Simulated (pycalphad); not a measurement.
All values are pycalphad results on the COST 507 light-alloy database (1999) (1 atm), not direct measurements. The database dates from 1999; later assessments differ in places, in temperatures and in the compounds included. Kinetics are ignored, which matters at the lower temperatures.

**Question.** How does the equilibrium phase assembly of Ti-0.57Hf-0.37B (at.%) change on cooling from 2577 °C to 257 °C?

**Answer.** 
| T (°C) | phases above | phases below |
|---|---|---|
| 1658.6 | LIQUID | BCC_A2 + LIQUID |
| 1541.0 | BCC_A2 + LIQUID | BCC_A2 + BM |
| 878.8 | BCC_A2 + BM | BCC_A2 + BM + HCP_A3 |
| 877.3 | BCC_A2 + BM + HCP_A3 | BM + HCP_A3 |
Changes were sought between steps of 40 K, so a narrower field can be missed.

Database names, with the compositions (at.%) that they take in these runs: BM: Ti 50 B 50. BCC_A2 is bcc; HCP_A3 is hcp.
